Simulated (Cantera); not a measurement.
A perfectly stirred reactor is fed with CH4 : CO : O2 : N2 = 1 : 0.07 : 1.7 : 17 (molar parts), equivalence ratio 1.2, at 35000 Pa; it is adiabatic with a 450 K inlet, and is followed from long to short residence time, starting on the burning branch (τ in s: 0.11, 0.051, 0.024, 0.012, 0.0055, 0.0026, 0.0013, 0.0006, 0.00028, 0.00014, 6.5e-05, 3.1e-05, 1.5e-05).

Model: GRI-Mech 3.0 (53 species, 325 reactions), integrated in Cantera.

Q: Predict: blow-out, bracketed by the residence times tried; x(CH4) at τ = 0.110 s; x(CO) at τ = 0.110 s; x(O2) at τ = 0.110 s; x(HO2) at τ = 0.110 s; x(C2H6) at τ = 0.110 s; x(CH4) at τ = 1.30 ms; x(CO) at τ = 1.30 ms; x(O2) at τ = 1.30 ms.

A: 
```
Property                                                                      Result
------------------------------------------------  ----------------------------------
blow-out, bracketed by the residence times tried  burning at 0.110 s, out at 51.0 ms
x(CH4) at τ = 0.110 s                                                        0.00155
x(CO) at τ = 0.110 s                                                          0.0215
x(O2) at τ = 0.110 s                                                         0.00449
x(HO2) at τ = 0.110 s                                                        1.28e-6
x(C2H6) at τ = 0.110 s                                                       4.04e-5
x(CH4) at τ = 1.30 ms                                                         0.0506
x(CO) at τ = 1.30 ms                                                         0.00354
x(O2) at τ = 1.30 ms                                                          0.0860
```
